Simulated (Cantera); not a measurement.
An adiabatic, constant-volume homogeneous reactor starts with H2 : O2 : N2 : NO = 1 : 0.455 : 1.71 : 0.0075 (molar parts), at 1150 K and 0.220 bar.

Cantera simulation using GRI-Mech 3.0 (53 species, 325 reactions); the numbers are that mechanism's predictions, not measurements. The mechanism lacks 2 NO + O2 → 2 NO2 and HONO, so NO2 and the effect of NO are under-described below about 1400 K.

Task: Predict: time of steepest temperature rise; temperature at 2.00 s; equilibrium temperature; x(H2) at 2.00 s; x(O2) at 2.00 s; x(NO) at 2.00 s; x(N2O) at 2.00 s; x(N2) at 2.00 s; x(H2O2) at 2.00 s; x(O) at 2.00 s.

Result: 
```json
{
 "time_of_steepest_temperature_rise": "0.254 ms",
 "temperature at 2.00 s": "2795 K",
 "equilibrium_temperature": "2795 K",
 "x(H2) at 2.00 s": "0.0694 (gas-phase equilibrium 0.0694)",
 "x(O2) at 2.00 s": "0.0122 (gas-phase equilibrium 0.0122)",
 "x(NO) at 2.00 s": "0.00767 (gas-phase equilibrium 0.00767)",
 "x(N2O) at 2.00 s": "2.59e-7 (gas-phase equilibrium 2.59e-7)",
 "x(N2) at 2.00 s": "0.593 (gas-phase equilibrium 0.593)",
 "x(H2O2) at 2.00 s": "2.38e-7 (gas-phase equilibrium 2.38e-7)",
 "x(O) at 2.00 s": "0.00851 (gas-phase equilibrium 0.00851)"
}
```
